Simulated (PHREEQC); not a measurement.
Make-up at 80 °C: 10 mmol/kgw CuSO4 and 8.1 mmol/kgw NaCl. Closed to the air; pH follows from the charge balance.

The numbers come from PHREEQC with the ion-association model, wateq4f.dat.

No solid was allowed to form.

### Question
Predict the pH.

### Answer
pH 4.39.

### Question
In which forms is Cl present?

### Answer
Cl- 92 %, CuCl+ 7.6 % of the Cl.

Examples of supersaturated solids here: Atacamite, Tenorite (slow to form). Others may be too. Species that the database lacks are ignored. Constants without temperature data keep their 25 °C values here.
